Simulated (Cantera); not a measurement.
Input: 1 mol Si3N4, 0.16 mol O2, 3.8 mol N2, held at 0.100 bar.

These are equilibrium values from Cantera (NASA tables, ideal gas, pure condensed phases), not measurements of a reactor. Candidate condensed phases: Si, SiO2, Si2N2O, Si3N4; 16 gas species. Mutual solubility and eutectic melting of coexisting phases are not modelled. Kinetics and transport are ignored. All values below are at 875 °C.

Base state: N2 1.00 (mole fractions); condensed: Si2N2O(s) + Si3N4(s).

Problem. What changes in the equilibrium state with this change: 0.026 mol HF added?

Solution. 
```csv
species,before,after
N2,1.00,0.995
H2,0,0.00328
SiF4,0,0.00164
HF,0,5.28e-5
"Si2N2O(s), mol",0.320,0.320
"Si3N4(s), mol",0.787,0.785
```
Further candidate phases: H2O.
